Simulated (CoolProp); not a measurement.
Hydrogen sulfide along the isobar 42800 kPa: fugacity coefficient from the reference equation and from simpler models built on Tc = 373.1 K, pc = 8999 kPa, ω = 0.101; each cubic takes its own stable root.

The numbers come from the reference Helmholtz-energy equation of state, Lemmon 2006 in CoolProp. It is a short technical equation, of lower accuracy than the large ones.

```csv
T (K),phase,reference
366.6,liquid,0.2307
403.6,supercritical,0.3353
440.7,supercritical,0.4437
477.7,supercritical,0.5465
514.8,supercritical,0.6383
551.8,supercritical,0.7164
588.9,supercritical,0.7816
625.9,supercritical,0.8350
```

Q: How far does each simpler model (van der Waals, Redlich-Kwong, Soave-Redlich-Kwong, Peng-Robinson) lie from the reference over these 8 states: mean and median of the absolute difference, and the worst?

A: 
- van der Waals: mean 10.9 %, median 9.3 %, worst +31.8 % at 366.6 K and 42800 kPa
- Redlich-Kwong: mean 3.1 %, median 3.2 %, worst +5.9 % at 366.6 K and 42800 kPa
- Soave-Redlich-Kwong: mean 4.6 %, median 4.6 %, worst +5.4 % at 403.6 K and 42800 kPa
- Peng-Robinson: mean 4.1 %, median 4.1 %, worst -4.5 % at 366.6 K and 42800 kPa
